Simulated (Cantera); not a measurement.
## Gas-phase reforming

A perfectly stirred reactor is fed with CH4 : CO2 : H2 = 1 : 1.7 : 1 (molar parts), at 3750 Torr; it is held at 1425 K, and followed from long to short residence time.

Detailed kinetics in Cantera: GRI-Mech 3.0 (53 species, 325 reactions).

```
τ (s)   x CH4  x CO2   x H2    x C2H4     x O
------  -----  -----  -----  --------  ------
28      0.124  0.139  0.206    0.0103  <1e-12
6.7     0.139  0.176  0.178    0.0143  <1e-12
1.6     0.175  0.243  0.175    0.0131  <1e-12
0.38    0.230  0.354  0.212   0.00689  <1e-12
0.091   0.259  0.427  0.251   0.00247  <1e-12
0.022   0.267  0.451  0.265  0.000772  <1e-12
0.0051  0.270  0.458  0.269  0.000165  <1e-12
```
x: mole fraction; the columns are a selection and need not sum to one.
